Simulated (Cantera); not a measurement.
Silicon oxide and oxynitride deposition: TEOS + NO + N2

Charge: 1 mol TEOS, 3.6 mol NO, 47 mol N2, at 105 Torr.

These are equilibrium values from Cantera (NASA tables, ideal gas, pure condensed phases), not measurements of a reactor. Candidate condensed phases: C, C6H6, C7H8, C8H18, H2O, Si, SiC, SiO2, Si2N2O, Si3N4; 151 gas species. The feed counts by its element totals alone. Mutual solubility and eutectic melting of coexisting phases are not modelled. The tables' values for SiN are old estimates; treat these amounts as uncertain. Rates play no part.

```
T (K)   x N2   x H2    x CO     x SiO       x H  n C(graphite)  n SiO2(β-quartz)  n Si2N2O(s)  n SiC(s)
-----  -----  -----  ------  --------  --------  -------------  ----------------  -----------  --------
923    0.762  0.152  0.0793    <1e-12  2.55e-10           2.70              1.00            0         0
1123   0.758  0.155  0.0867  6.40e-12   4.48e-8           2.41              1.00            0         0
1323   0.739  0.153   0.109   1.06e-7   1.66e-6          0.894                 0        0.500         0
1523   0.738  0.153   0.109   1.50e-5   2.41e-5          0.872                 0        0.500         0
1723   0.736  0.151   0.111  0.000739  0.000189              0                 0        0.193     0.564
1923   0.734  0.149   0.109   0.00527  0.000973              0                 0            0     0.649
2123   0.732  0.147   0.108   0.00629   0.00367              0                 0            0     0.562
```
x: gas mole fraction; n: condensed amount in mol.

From 923 K to 1123 K the condensed part is C(graphite) + SiO2(β-quartz). From 1323 K to 1523 K the condensed part is C(graphite) + Si2N2O(s). At 1723 K the condensed part is SiC(s) + Si2N2O(s). From 1923 K to 2123 K the condensed part is SiC(s).
